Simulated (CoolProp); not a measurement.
Vapour-liquid equilibrium of CHF3 (R23) (1) + C2F6 (R116) (2) at 1100 kPa; x and y are mole fractions of (1).

The numbers come from the multi-fluid Helmholtz-energy mixture model, Penoncello 2003 and Lemmon 2006; pair parameters Bell 2016 in CoolProp.

| x | bubble temperature (°C) | y at the bubble point | dew temperature at overall composition x (°C) | liquid density (mol/L) |
|---|---|---|---|---|
| 0.05 | -21.8 | 0.116 | [?] | [?] |
| 0.125 | -25.5 | 0.247 | -22.0 | [?] |
| 0.2 | -28.1 | [?] | -24.2 | 10.44 |
| 0.275 | -29.9 | 0.411 | -26.3 | 10.86 |
| 0.35 | -31.1 | [?] | -28.4 | 11.29 |
| 0.425 | [?] | 0.513 | -30.2 | 11.76 |
| 0.5 | -32.3 | 0.556 | -31.6 | 12.28 |
| 0.575 | -32.6 | 0.596 | -32.5 | 12.85 |
| 0.65 | -32.6 | [?] | -32.6 | 13.48 |
| 0.725 | -32.4 | 0.684 | -32.0 | 14.18 |
| 0.8 | -31.9 | 0.740 | -31.0 | 14.94 |
| 0.875 | -30.8 | 0.812 | -29.8 | 15.76 |
| 0.95 | -29.1 | 0.911 | -28.4 | 16.64 |

Question: Fill in the missing entries.

Answer: 
- 0.05, dew temperature at overall composition x (°C): -19.8
- 0.05, liquid density (mol/L): 9.611
- 0.125, liquid density (mol/L): 10.04
- 0.2, y at the bubble point: 0.341
- 0.35, y at the bubble point: 0.466
- 0.425, bubble temperature (°C): -31.8
- 0.65, y at the bubble point: 0.638

y crosses x between x = 0.575 and 0.65: the model has an azeotrope there.

Pair parameters are fitted to limited data, so mixtures are less certain than the pure fluids.
